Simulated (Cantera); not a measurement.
**Ignition delay**

Mixture: 6.58 % CH₄, 0.987 % C₂H₆, 0.217 % C₃H₈, 26.4 % O₂, 65.8 % N₂, equivalence ratio 0.67, at 7500 Torr, adiabatic and at constant pressure. Ignition delay is the time to a rise of 400 K.

Computed with Cantera and GRI-Mech 3.0 (53 species, 325 reactions).

```csv
T0 (K),delay (ms)
1300,0.189
1375,0.0847
1450,0.0416
1525,0.0221
1600,0.0125
1675,0.00753
1750,0.00480
1825,0.00321
```

```json
{
 "apparent activation energy between 1675 and 1825 K": "140 kJ/mol"
}
```
